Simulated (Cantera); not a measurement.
A perfectly stirred reactor is fed with 2.82 % C₂H₄, 16.4 % O₂, 77.7 % N₂, 3.11 % H₂O, at 1.50 bar; it is adiabatic with a 523 K inlet, and is followed from long to short residence time, starting on the burning branch (τ in s: 0.031, 0.017, 0.0092, 0.005, 0.0027, 0.0015, 0.00081, 0.00044, 0.00024, 0.00013, 7.1e-05, 3.9e-05, 2.1e-05).

Model: GRI-Mech 3.0 (53 species, 325 reactions), integrated in Cantera. GRI-Mech 3.0 was tuned for natural gas; its chemistry of ethylene as a main component is partial and can be far from experiment.

x: mole fraction; the columns are a selection and need not sum to one.

| τ (s) | T (K) | x C₂H₄ | x O₂ | x H₂O | x CH₄ | x C₂H₆ | x NO |
|---|---|---|---|---|---|---|---|
| 0.031 | 1581 | 1.62e-5 | 0.0793 | 0.0870 | 1.86e-7 | 9.23e-11 | 4.18e-6 |
| 0.017 | 1577 | 2.28e-5 | 0.0794 | 0.0868 | 2.69e-7 | 1.90e-10 | 3.65e-6 |
| 0.0092 | 1570 | [?] | 0.0796 | 0.0866 | [?] | 3.94e-10 | [?] |
| 0.0050 | 1561 | 4.59e-5 | 0.0800 | 0.0863 | 6.70e-7 | 8.25e-10 | 2.66e-6 |
| 0.0027 | 1547 | 6.63e-5 | 0.0805 | 0.0859 | 1.20e-6 | 1.82e-9 | 2.32e-6 |
| 0.0015 | 1528 | 9.67e-5 | 0.0814 | 0.0854 | 2.28e-6 | 4.19e-9 | 2.07e-6 |
| 0.00081 | 1499 | 0.000152 | 0.0829 | 0.0848 | 5.07e-6 | 1.17e-8 | 1.77e-6 |
| 0.00044 | 1453 | [?] | 0.0857 | 0.0838 | [?] | [?] | [?] |
| 0.00024 | 523 | 0.0282 | 0.164 | 0.0311 | <1e-12 | <1e-12 | <1e-12 |
| 0.00013 | 523 | 0.0282 | 0.164 | 0.0311 | <1e-12 | <1e-12 | <1e-12 |
| 7.1e-5 | 523 | 0.0282 | 0.164 | 0.0311 | <1e-12 | <1e-12 | <1e-12 |
| 3.9e-5 | 523 | 0.0282 | 0.164 | 0.0311 | <1e-12 | <1e-12 | <1e-12 |
| 2.1e-5 | 523 | 0.0282 | 0.164 | 0.0311 | <1e-12 | <1e-12 | <1e-12 |

Problem. What belongs in the gaps?

Solution. 
- 0.0092, x C₂H₄: 3.23e-5
- 0.0092, x CH₄: 4.11e-7
- 0.0092, x NO: 3.11e-6
- 0.00044, x C₂H₄: 0.000273
- 0.00044, x CH₄: 1.37e-5
- 0.00044, x C₂H₆: 4.55e-8
- 0.00044, x NO: 1.27e-6
